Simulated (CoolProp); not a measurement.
Vapour pressure (MPa) of normal hydrogen: the reference equation beside estimates from Tc = 33.1 K, pc = 1.296 MPa, ω = -0.219.

Values from CoolProp's reference Helmholtz-energy equation of state, Leachman 2009.

```csv
T (K),reference,van der Waals,Redlich-Kwong,Soave-Redlich-Kwong
21,0.1215,0.1531,0.04600,0.1174
22.3,0.1719,0.2117,0.08040,0.1697
23.6,0.2355,0.2833,0.1307,0.2362
24.8,0.3076,0.3620,0.1942,0.3115
26.1,0.4019,0.4618,0.2846,0.4096
27.4,0.5147,0.5774,0.4008,0.5262
28.7,0.6481,0.7097,0.5457,0.6628
30,0.8043,0.8593,0.7223,0.8205
31.3,0.9860,1.027,0.9332,1.001
32.5,1.180,1.198,1.161,1.187
```

Absolute difference from the reference over all 10 rows, mean and median: van der Waals 13.6 and 13.5 %, Redlich-Kwong 28.1 and 25.7 %, Soave-Redlich-Kwong 1.7 and 1.7 %.
